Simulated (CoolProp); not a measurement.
A simple Rankine cycle with sulfur dioxide: condensing at 321.15 K, boiler at 4.03 MPa, turbine inlet 397.1 K, turbine efficiency 0.7, pump efficiency 0.7, no recuperator. Each further row changes one setting.

Values from CoolProp's reference Helmholtz-energy equation of state, Gao 2016.

```json
[
 {"case": "as stated", "thermal efficiency (%)": "10.4", "net work (kJ/kg)": "[?]", "heat in (kJ/kg)": "336", "turbine exit temperature (K)": "321.2", "volume ratio over the turbine": "4.82"},
 {"case": "turbine inlet 417.1 K", "thermal efficiency (%)": "[?]", "net work (kJ/kg)": "38.5", "heat in (kJ/kg)": "361", "turbine exit temperature (K)": "321.2", "volume ratio over the turbine": "4.45"},
 {"case": "condensing temperature 313.15 K", "thermal efficiency (%)": "[?]", "net work (kJ/kg)": "39.8", "heat in (kJ/kg)": "347", "turbine exit temperature (K)": "313.2", "volume ratio over the turbine": "6.00"},
 {"case": "boiler pressure 2.82 MPa", "thermal efficiency (%)": "8.7", "net work (kJ/kg)": "31.4", "heat in (kJ/kg)": "[?]", "turbine exit temperature (K)": "321.2", "volume ratio over the turbine": "3.14"},
 {"case": "turbine efficiency 0.6", "thermal efficiency (%)": "8.7", "net work (kJ/kg)": "29.3", "heat in (kJ/kg)": "336", "turbine exit temperature (K)": "321.2", "volume ratio over the turbine": "4.91"}
]
```

**Question.** What belongs in the gaps?

**Answer.** 
- as stated, net work (kJ/kg): 34.8
- turbine inlet 417.1 K, thermal efficiency (%): 10.7
- condensing temperature 313.15 K, thermal efficiency (%): 11.5
- boiler pressure 2.82 MPa, heat in (kJ/kg): 360

The expansion ends wet for: as stated; turbine inlet 417.1 K; condensing temperature 313.15 K; boiler pressure 2.82 MPa; turbine efficiency 0.6.
